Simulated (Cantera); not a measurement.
A Cantera script and what it prints.

```python
import numpy as np
import cantera as ct

gas_names = [...]  # 130 gases of nasa_gas.yaml made of C, H, Mg, O, S
cond_names = """
    C(gr) C6H6(L) C7H8(L) C8H18(L),n-octa H2O(s) H2O(L) H2SO4(L) Mg(cr) Mg(L) MgCO3(s) MgO(s) MgO(L)
    MgO2H2(s) MgS(s) MgSO4(s) MgSO4(L) S(cr1) S(cr2) S(L)
""".split()


# ... load() reads the species with a 1 bar reference pressure and builds the phases ...
atoms = {
    'MgSO4': {'Mg': 1, 'S': 1, 'O': 4},
    'CO2': {'C': 1, 'O': 2},
    'H2': {'H': 2},
}
top_T = {'C(gr)': 4500, 'MgS(s)': 2250}  # K; cautious upper limits of use, not melting points


# ... equilibrate(T, P, feed) seeds the gas with the atoms and calls Mixture.equilibrate('TP', solver="vcs", rtol=1e-11, max_steps=5000) ...
results = []
feed = {'MgSO4': 1, 'CO2': 3.7, 'H2': 0.4}  # mol
P = 150000  # Pa
for T in [1198, 1298, 1398, 1498, 1598, 1698, 1798, 1898, 1998]:
    mix = equilibrate(T, P, feed)
    results.append((T, P, feed, dict(zip(mix.species_names, mix.species_moles))))

top = {s: max(r[3][s] / sum(r[3][g] for g in gas_names) for r in results) for s in gas_names}
cols = sorted((s for s in top if top[s] > 0.001), key=lambda s: -top[s])[:7]
seen = [c for c in cond_names if any(r[3].get(c, 0) > 1e-12 for r in results)]
print("log10 of partial pressures in bar; condensed amounts in mol")
print(f"{'T/K':>10s}" + "".join(f"{s[:9]:>10s}" for s in cols + seen))
for T, P, feed, n in results:
    ng = sum(n[g] for g in gas_names)
    print(f"{T:10.4g}" + "".join(f"{np.log10(max(n[s] / ng * P / 1e5, 1e-99)):10.3f}" for s in cols)
          + "".join(f"{n.get(c, 0):10.4g}" for c in seen))
```

Result:

```
log10 of partial pressures in bar; condensed amounts in mol
       T/K       CO2       SO2       H2O        O2       SO3        CO        OH    MgO(s)  MgSO4(s)
      1198     0.090    -0.869    -0.876    -2.933    -2.918    -6.222    -6.038    0.4107    0.5893
      1298     0.013    -0.570    -0.953    -1.103    -2.029    -6.268    -5.072         1         0
      1398     0.013    -0.564    -0.954    -1.092    -2.294    -5.465    -4.601         1         0
      1498     0.012    -0.561    -0.954    -1.087    -2.527    -4.768    -4.193         1         0
      1598     0.012    -0.559    -0.954    -1.084    -2.732    -4.158    -3.837         1         0
      1698     0.012    -0.558    -0.955    -1.082    -2.913    -3.620    -3.524         1         0
      1798     0.012    -0.558    -0.955    -1.080    -3.073    -3.144    -3.245         1         0
      1898     0.011    -0.558    -0.957    -1.077    -3.215    -2.720    -2.996         1         0
      1998     0.009    -0.558    -0.959    -1.071    -3.342    -2.341    -2.771         1         0
```

Cantera equilibrium calculation (NASA polynomials, part measured and part estimated; ideal gas, pure solids and liquids). Mutual solubility and eutectic melting of coexisting phases are not modelled.
